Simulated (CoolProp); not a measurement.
A Linde-Hampson liquefier for ethane: isothermal reversible compression at 320 K from 1 atm to 25 MPa, throttling to 1 atm, return gas leaving the recuperator 2 K below the feed. Each further row changes one setting.

Model: reference Helmholtz-energy equation of state, Bücker 2006, in CoolProp.

| case | liquid yield per pass | compression work (kJ/kg of gas) |
|---|---|---|
| as stated | 0.465 | 378 |
| high pressure 50 MPa | 0.448 | ___ |
| warm-end temperature 350 K | ___ | 443 |
| warm-end gap 7 K | ___ | 378 |

Fill in the missing entries.


- high pressure 50 MPa, compression work (kJ/kg of gas): 436
- warm-end temperature 350 K, liquid yield per pass: 0.386
- warm-end gap 7 K, liquid yield per pass: 0.458
